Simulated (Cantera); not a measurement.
Equilibrium for fluorocarbon and chlorocarbon gases: CH3Cl + CH4 + H2

A closed system holds: 1 mol CH3Cl, 0.89 mol CH4, 11 mol H2, equilibrated at 10000 Pa.

Equilibrium computed with Cantera from the NASA thermochemical tables; the gas is ideal and each condensed phase is pure. Candidate condensed phases: C, C6H6, C7H8, C8H18; 103 gas species. Ions and electrons are included (thermal ionisation). Rates play no part.

```tsv
T (°C)	x H	x H2	x HCl	x C	x C2H2 (acetylene)	x Cl	x C3	n C(graphite)
2227	0.0734	0.852	0.0613	1.66e-6	0.00922	0.00373	4.97e-6	1.60
2477	0.185	0.732	0.0519	3.78e-5	0.0206	0.00910	0.000169	1.17
2727	0.366	0.537	0.0370	0.000507	0.0334	0.0172	0.00312	0.240
2977	0.584	0.331	0.0210	0.00295	0.0169	0.0248	0.00986	0
3227	0.759	0.165	0.00964	0.0101	0.00412	0.0294	0.0116	0
3477	0.851	0.0721	0.00401	0.0245	0.000669	0.0311	0.00758	0
3727	0.885	0.0308	0.00169	0.0425	7.72e-5	0.0315	0.00268	0
3977	0.896	0.0139	0.000760	0.0538	6.70e-6	0.0316	0.000505	0
4227	0.902	0.00680	0.000372	0.0578	5.75e-7	0.0317	7.60e-5	0
4477	0.905	0.00356	0.000195	0.0592	5.84e-8	0.0317	1.23e-5	0
4727	0.906	0.00198	0.000109	0.0597	7.27e-9	0.0318	2.30e-6	0
```
x: gas mole fraction; n: condensed amount in mol.

From 2227 °C to 2727 °C the condensed part is C(graphite). From 2977 °C to 4727 °C nothing is condensed. The main C-bearing gas is C2H2 (acetylene) at 2227 °C and C at 4727 °C.
